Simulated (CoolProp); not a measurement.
Dodecamethylpentasiloxane (MD3M) along the isobar 0.101 MPa: Z from the reference equation and from simpler models built on Tc = 628.0 K, pc = 0.9540 MPa, ω = 0.730; each cubic takes its own stable root.

Model: reference Helmholtz-energy equation of state, Thol 2019, in CoolProp.

```json
[
 {"T (K)": "373.7", "phase": "liquid", "reference": "0.01571"},
 {"T (K)": "408.9", "phase": "liquid", "reference": "0.01503"},
 {"T (K)": "444.1", "phase": "liquid", "reference": "0.01455"},
 {"T (K)": "479.2", "phase": "liquid", "reference": "0.01427"},
 {"T (K)": "514.4", "phase": "gas", "reference": "0.9033"},
 {"T (K)": "549.6", "phase": "gas", "reference": "0.9286"},
 {"T (K)": "584.8", "phase": "gas", "reference": "0.9458"},
 {"T (K)": "620", "phase": "gas", "reference": "0.9580"}
]
```

Task: How far does each simpler model (van der Waals, Redlich-Kwong, Soave-Redlich-Kwong, Peng-Robinson) lie from the reference over these 8 states: mean and median of the absolute difference, and the worst?

Result: 
- van der Waals: mean 2342.8 %, median 43.9 %, worst +6466.2 % at 479.2 K and 0.101 MPa
- Redlich-Kwong: mean 801.2 %, median 13.7 %, worst +6329.6 % at 479.2 K and 0.101 MPa
- Soave-Redlich-Kwong: mean 7.0 %, median 7.1 %, worst +14.4 % at 373.7 K and 0.101 MPa
- Peng-Robinson: mean 0.5 %, median 0.3 %, worst +1.8 % at 373.7 K and 0.101 MPa

At some of these states van der Waals, Redlich-Kwong gives the other phase, because its saturation line lies elsewhere.
